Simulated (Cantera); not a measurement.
## Thermodynamics of tantalum, niobium, vanadium and zirconium in process gases, feed Ta(OEt)5 + H2O + H2

Input: 1 mol Ta(OEt)5, a varied amount of H2O, 480 mol H2, equilibrated at 2450 K and 13.3 mbar.

These are equilibrium values from Cantera (NASA tables, ideal gas, pure condensed phases), not measurements of a reactor. Candidate condensed phases: C, C6H6, C7H8, C8H18, H2O, Ta, TaC, Ta2O5; 113 gas species. The feed counts by its element totals alone. TaC: taken at fixed stoichiometry. Condensed phases not in the tables: Ta2C, N, O or C dissolved in the metal. The numbers say what is thermodynamically allowed, not how fast it happens.

From 0.012 mol H2O to 2.2 mol H2O the condensed part is TaC(s). At 5.1 mol H2O the condensed part is Ta(s). From 12 mol H2O to 29 mol H2O nothing is condensed.

| n(H2O) (mol) | x H2 | x H | x H2O | x CO | x C2H2 (acetylene) | x TaO2 | n TaC(s) | n Ta(s) |
|---|---|---|---|---|---|---|---|---|
| 0.012 | 0.829 | 0.158 | 4.00e-9 | 0.00928 | 0.00361 | <1e-12 | 1.00 | 0 |
| 0.029 | 0.829 | 0.158 | 4.02e-9 | 0.00931 | 0.00360 | <1e-12 | 1.00 | 0 |
| 0.068 | 0.829 | 0.158 | 4.07e-9 | 0.00938 | 0.00356 | <1e-12 | 1.00 | 0 |
| 0.16 | 0.829 | 0.158 | 4.19e-9 | 0.00954 | 0.00348 | <1e-12 | 1.00 | 0 |
| 0.38 | 0.828 | 0.158 | 4.50e-9 | 0.00994 | 0.00328 | <1e-12 | 1.00 | 0 |
| 0.91 | 0.828 | 0.158 | 5.34e-9 | 0.0109 | 0.00279 | <1e-12 | 1.00 | 0 |
| 2.2 | 0.827 | 0.158 | 8.48e-9 | 0.0132 | 0.00162 | <1e-12 | 1.00 | 0 |
| 5.1 | 0.824 | 0.158 | 7.84e-5 | 0.0181 | 3.53e-11 | 5.01e-6 | 0 | 0.948 |
| 12 | 0.814 | 0.157 | 0.00877 | 0.0178 | <1e-12 | 0.00154 | 0 | 0 |
| 29 | 0.788 | 0.154 | 0.0364 | 0.0172 | <1e-12 | 0.00167 | 0 | 0 |
x: gas mole fraction; n: condensed amount in mol.
